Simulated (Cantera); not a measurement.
Cantera run:

```python
import numpy as np
import cantera as ct

gas_names = """
    N NO NO2 NO3 N2 N2O O O2 O3 Si SiN SiO SiO2 Si2 Si2N Si3
""".split()
cond_names = """
    Si(cr) Si(L) SiO2(Lqz) SiO2(hqz) SiO2(L) Si2N2O(s) Si3N4(a)
""".split()


# ... load() reads the species with a 1 bar reference pressure and builds the phases ...
atoms = {
    'Si3N4': {'Si': 3, 'N': 4},
    'O2': {'O': 2},
}
top_T = {'Si2N2O(s)': 2100, 'Si3N4(a)': 2400}  # K; cautious upper limits of use, not melting points


# ... equilibrate(T, P, feed) seeds the gas with the atoms and calls Mixture.equilibrate('TP', solver="vcs", rtol=1e-11, max_steps=5000) ...
results = []
feed = {'Si3N4': 1, 'O2': 6}  # mol
T = 2050  # K
P = 10000  # Pa
mix = equilibrate(T, P, feed)
results.append((T, P, feed, dict(zip(mix.species_names, mix.species_moles))))
print(gas.report(threshold=0.001))
for i in range(1, mix.n_phases):
    print(f"{mix.phase(i).name:16s} {mix.phase_moles(i):12.5e} mol")
```

Output:

```
       temperature   2050 K
          pressure   10000 Pa
           density   0.017817 kg/m^3
  mean mol. weight   30.369 kg/kmol
   phase of matter   gas

                          1 kg             1 kmol
                     ---------------   ---------------
          enthalpy        2.0179e+06        6.1281e+07  J
   internal energy        1.4566e+06        4.4237e+07  J
           entropy            9491.6        2.8825e+05  J/K
    Gibbs function        -1.744e+07       -5.2963e+08  J
 heat capacity c_p            1224.4             37184  J/K
 heat capacity c_v            950.65             28870  J/K

                      mass frac. Y      mole frac. X     chem. pot. / RT
                     ---------------   ---------------   ---------------
                NO          0.010286          0.010411           -30.967
                N2           0.36374           0.39431           -30.258
                 O         0.0012483         0.0023694           -15.839
                O2            0.6247           0.59289           -31.677
     [  +12 minor]        2.9142e-05        1.7544e-05

Si(L)             0.00000e+00 mol
SiO2(L)           2.99996e+00 mol
Si2N2O(s)         0.00000e+00 mol
Si3N4(a)          0.00000e+00 mol
```

These are equilibrium values from Cantera (NASA tables, ideal gas, pure condensed phases), not measurements of a reactor. The tables hold silica as quartz up to 1696 K and as liquid above; real silica turns to tridymite and cristobalite and melts near 1996 K.
